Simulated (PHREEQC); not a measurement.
Dissolve 0.025 mol/kgw NH4HS at 25 °C. Closed to the air; pH follows from the charge balance.

All values are PHREEQC results (ion-association model, wateq4f.dat), not measurements.

No solid was allowed to form.

Predict the pH, ionic strength.

pH 8.09; ionic strength 0.0236 mol/kgw.

In which forms is N present?

NH4+ 94 %, NH3 5.7 % of the N.

The polysulfide entries of wateq4f.dat were taken out for this run.
